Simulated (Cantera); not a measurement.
Source: NASA polynomial tables (part measured, part estimated), evaluated in Cantera. Values are per mole of reaction as written; species without (g) are pure solids or liquids, kept so even where they would boil at 1 bar.

Q: Between 375 and 575 K, where is each reaction favourable under standard conditions?
- I2 + 2 Na → 2 NaI
- 2 Na(g) + I2 → 2 NaI

A: 
- I2 + 2 Na → 2 NaI: ΔG° is -567 kJ at 375 K and -551 kJ at 575 K; it stays negative (K > 1). ΔH° is -604 kJ and ΔS° -92 J/K at 575 K.
- 2 Na(g) + I2 → 2 NaI: ΔG° is -705 kJ at 375 K and -652 kJ at 575 K; it stays negative (K > 1). ΔH° is -808 kJ and ΔS° -270 J/K at 575 K.
